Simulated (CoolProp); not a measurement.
Aqueous ammonia as a coolant, 28 % by mass, freezing at -71.2 °C, 1 atm.

Values from CoolProp's Melinder's fits for secondary coolants.

| T (°C) | conductivity (W/(m K)) | density (kg/m³) | viscosity (mPa s) | cp (kJ/(kg K)) |
|---|---|---|---|---|
| -26 | 0.372 | 922.3 | 6.13 | 4.284 |
| -21.2 | 0.381 | 920.2 | 4.91 | 4.275 |
| -16.4 | 0.389 | 918.0 | 4.01 | 4.267 |
| -11.6 | 0.398 | 915.6 | 3.32 | 4.260 |
| -6.8 | 0.406 | 913.2 | 2.79 | 4.254 |
| -2 | 0.415 | 910.6 | 2.38 | 4.250 |
| 2.8 | 0.423 | 907.9 | 2.04 | 4.246 |
| 7.7 | 0.432 | 905.1 | 1.77 | 4.242 |
| 12.5 | 0.440 | 902.3 | 1.55 | 4.238 |
| 17.3 | 0.448 | 899.4 | 1.36 | 4.235 |
| 22.1 | 0.456 | 896.4 | 1.20 | 4.231 |
| 26.9 | 0.464 | 893.4 | 1.06 | 4.227 |
